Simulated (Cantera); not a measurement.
An isothermal, constant-pressure homogeneous reactor starts with C₂H₆ : N₂ = 1 : 20 (molar parts), at 1073 K and 120 Torr. Integrator tolerance rtol = 1e-08.

Detailed kinetics in Cantera: GRI-Mech 3.0 (53 species, 325 reactions). GRI-Mech 3.0 stops at C3 and has no aromatics, soot or wall deposition, so with more carbon than oxygen in the feed, carbon stays in small species such as C2H2 where larger ones or solid carbon would form.

Question: What does this change do: N2 20 to 3.4 parts?

Answer: 
| quantity | before | after |
|---|---|---|
| x(C₂H₆) at 8.00 s | 0.000268 (gas-phase equilibrium 1.67e-5) | 0.00352 (gas-phase equilibrium 0.000240) |
| x(H₂) at 8.00 s | 0.0497 (gas-phase equilibrium 0.0285) | 0.179 (gas-phase equilibrium 0.0528) |
| x(C₂H₄) at 8.00 s | 0.0341 (gas-phase equilibrium 0.00441) | 0.150 (gas-phase equilibrium 0.0343) |
| x(C₂H) at 8.00 s | 1.13e-12 (gas-phase equilibrium <1e-12) | 1.44e-12 (gas-phase equilibrium <1e-12) |
| x(C₂H₂) at 8.00 s | 0.00880 (gas-phase equilibrium 0.00874) | 0.0198 (gas-phase equilibrium 0.0366) |
| x(HCN) at 8.00 s | 1.59e-12 (gas-phase equilibrium 0.0258) | <1e-12 (gas-phase equilibrium 0.0445) |
| x(CH₄) at 8.00 s | 0.00396 (gas-phase equilibrium 0.0385) | 0.0215 (gas-phase equilibrium 0.199) |
